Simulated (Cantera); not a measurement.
Input: 1 mol Ti(OiPr)4, 3.6 mol O2, held at 1323 K and 105 Torr.

These are equilibrium values from Cantera (NASA tables, ideal gas, pure condensed phases), not measurements of a reactor. Candidate condensed phases: C, C6H6, C7H8, C8H18, H2O, Ti, TiC, TiO, TiO2, Ti2O3, Ti3O5, Ti4O7; 113 gas species. The feed counts by its element totals alone. The numbers say what is thermodynamically allowed, not how fast it happens.

Base state: H2 0.594, CO 0.405, CH4 0.000336, H2O 0.000247, CO2 9.07e-5 (mole fractions); condensed: C(graphite) + Ti3O5(s).

Question: What changes in the equilibrium state with this change: temperature from 1323 K to 1725 K?

Answer: 
```tsv
species	before	after
H2	0.594	0.558
CO	0.405	0.442
H	3.27e-6	0.000371
CH4	0.000336	3.69e-6
CO2	9.07e-5	3.84e-5
H2O	0.000247	0.000171
C(graphite), mol	2.47	0
Ti3O5(s), mol	0.333	0
TiC(s), mol	0	0.922
Ti2O3(s), mol	0	0.0390
```
Mutual solubility and eutectic melting of coexisting phases are not modelled. TiC: taken at fixed stoichiometry.
